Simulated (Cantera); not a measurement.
What does this Cantera script print?

```python
import numpy as np
import cantera as ct

gas_names = [...]  # 123 gases of nasa_gas.yaml made of C, H, O, Si
cond_names = """
    C(gr) C6H6(L) C7H8(L) C8H18(L),n-octa H2O(s) H2O(L) Si(cr) Si(L) SiC(b) SiO2(Lqz) SiO2(hqz) SiO2(L)
""".split()


# ... load() reads the species with a 1 bar reference pressure and builds the phases ...
atoms = {
    'HMDSO': {'Si': 2, 'C': 6, 'H': 18, 'O': 1},
    'CO2': {'C': 1, 'O': 2},
}
top_T = {'C(gr)': 4500, 'SiC(b)': 3050}  # K; cautious upper limits of use, not melting points


# ... equilibrate(T, P, feed) seeds the gas with the atoms and calls Mixture.equilibrate('TP', solver="vcs", rtol=1e-11, max_steps=5000) ...
results = []
T = 1425  # K
P = 360  # Pa
for m in [2.2, 2.8, 3.6, 4.7, 6.1, 8, 10, 13]:
    feed = {'HMDSO': 1, 'CO2': m}  # mol
    mix = equilibrate(T, P, feed)
    results.append((T, P, feed, dict(zip(mix.species_names, mix.species_moles))))

top = {s: max(r[3][s] / sum(r[3][g] for g in gas_names) for r in results) for s in gas_names}
cols = sorted((s for s in top if top[s] > 1e-05), key=lambda s: -top[s])[:5]
seen = [c for c in cond_names if any(r[3].get(c, 0) > 1e-12 for r in results)]
print("log10 of partial pressures in bar; condensed amounts in mol")
print(f"{'n(CO2)':>10s}" + "".join(f"{s[:9]:>10s}" for s in cols + seen))
for T, P, feed, n in results:
    ng = sum(n[g] for g in gas_names)
    print(f"{feed['CO2']:10.4g}" + "".join(f"{np.log10(max(n[s] / ng * P / 1e5, 1e-99)):10.3f}" for s in cols)
          + "".join(f"{n.get(c, 0):10.4g}" for c in seen))
```

Result:

```
log10 of partial pressures in bar; condensed amounts in mol
    n(CO2)        H2        CO       CO2       H2O       SiO     C(gr)    SiC(b) SiO2(hqz)
       2.2    -2.648    -2.870    -8.615    -8.036    -5.722    0.8151     1.992         0
       2.8    -2.683    -2.818    -8.510    -8.018    -5.669    0.2185     1.991         0
       3.6    -2.717    -2.778    -8.042    -7.624    -4.852         0     1.778     0.156
       4.7    -2.753    -2.740    -7.991    -7.647    -4.865         0      1.41    0.5202
       6.1    -2.796    -2.702    -7.941    -7.677    -4.878         0    0.9419    0.9836
         8    -2.847    -2.665    -7.891    -7.716    -4.890         0    0.3062     1.612
        10    -2.915    -2.650    -4.191    -4.099    -8.575         0         0         2
        13    -3.042    -2.662    -3.578    -3.602    -9.200         0         0         2
```

These are equilibrium values from Cantera (NASA tables, ideal gas, pure condensed phases), not measurements of a reactor. The feed counts by its element totals alone. Mutual solubility and eutectic melting of coexisting phases are not modelled. The tables hold silica as quartz up to 1696 K and as liquid above; real silica turns to tridymite and cristobalite and melts near 1996 K.
